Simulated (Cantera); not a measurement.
**Si + Br₂ + H₂ (silicon etching in halogen gases)**

A closed system holds: 1 mol Si, 1.3 mol Br₂, 45 mol H₂, equilibrated at 0.0133 bar.

Cantera equilibrium calculation (NASA polynomials, part measured and part estimated; ideal gas, pure solids and liquids). Candidate condensed phases: Br₂, Si; 19 gas species. The tables' values for SiBr₃, SiBr are old estimates; treat these amounts as uncertain. Gases not in the tables: Si₂H₆ and higher silanes. Kinetics and transport are ignored.

| T (K) | x H₂ | x HBr | x SiBr₄ | x SiBr₂ | x Br | n Si(s) | n Si(l) |
|---|---|---|---|---|---|---|---|
| 500 | 0.986 | 1.53e-5 | 0.0137 | 1.90e-11 | <1e-12 | 0.342 | 0 |
| 700 | 0.984 | 0.00141 | 0.0131 | 7.09e-7 | 1.94e-11 | 0.354 | 0 |
| 900 | 0.974 | 0.0154 | 0.00944 | 0.000198 | 6.86e-8 | 0.510 | 0 |
| 1100 | 0.951 | 0.0442 | 0.00128 | 0.00280 | 7.99e-6 | 0.791 | 0 |
| 1300 | 0.948 | 0.0469 | 2.20e-5 | 0.00445 | 0.000111 | 0.790 | 0 |
| 1500 | 0.949 | 0.0450 | 8.12e-7 | 0.00520 | 0.000707 | 0.758 | 0 |
| 1700 | 0.948 | 0.0423 | 5.76e-8 | 0.00535 | 0.00286 | 0 | 0.742 |
x: gas mole fraction; n: condensed amount in mol.

From 500 K to 1500 K the condensed part is Si(s). At 1700 K the condensed part is Si(l). The main Si-bearing gas is SiBr₄ at 500 K and SiBr₂ at 1700 K. The share of Si in condensed phases is highest at 1100 K (79.1 %) and lowest at 500 K (34.2 %).
